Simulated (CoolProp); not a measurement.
Methanol at 293.15 K and 0.00702 MPa flows at 14 m/s in a round tube of 50 mm bore and 1.5 µm roughness, fully developed (64/Re and Nu = 3.66 if laminar; Colebrook and Gnielinski if turbulent). Each further row changes one setting.

The numbers come from the reference Helmholtz-energy equation of state, de Reuck 1993 in CoolProp.

```
case             Reynolds number  Darcy friction factor  pressure drop (Pa/m)  heat-transfer coefficient (W/(m² K))  mass flow (kg/h)
---------------  ---------------  ---------------------  --------------------  ------------------------------------  ----------------
as stated                   6860                 0.0342                  6.24                                  7.73              9.20
velocity 28 m/s            13700                 0.0285                  20.8                                  14.0              18.4
diameter 100 mm            13700                 0.0285                  2.59                                  7.01              36.8
```

Viscosity comes from a separate model (Xiang 2006). Thermal conductivity comes from a separate model (Sykioti 2013).
